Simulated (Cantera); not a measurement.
Charge: 1 mol SiH4, a varied amount of CH4, 8.3 mol H2, held at 2525 K and 0.100 bar.

These are equilibrium values from Cantera (NASA tables, ideal gas, pure condensed phases), not measurements of a reactor. Candidate condensed phases: C, C6H6, C7H8, C8H18, Si, SiC; 87 gas species. Gases not in the tables: Si2H6 and higher silanes. Equilibrium is a limit: real reactors are often held back by kinetics, nucleation or transport.

Q: What share of the Si ends up in condensed phases as a function of n(CH4) (mol), at 0.27, 0.42, 0.57, 0.72, 0.87, 1, 1.2, 1.3, 1.5, 1.6, 1.8?

A: 
| n(CH4) (mol) | Si condensed (%) | as |
|---|---|---|
| 0.27 | 12.9 | SiC(s) |
| 0.42 | 27.5 | SiC(s) |
| 0.57 | 40.9 | SiC(s) |
| 0.72 | 52.0 | SiC(s) |
| 0.87 | 60.2 | SiC(s) |
| 1 | 64.9 | SiC(s) |
| 1.2 | 66.7 | SiC(s) |
| 1.3 | 66.2 | SiC(s) |
| 1.5 | 65.2 | SiC(s) |
| 1.6 | 64.6 | SiC(s) |
| 1.8 | 63.6 | SiC(s) |
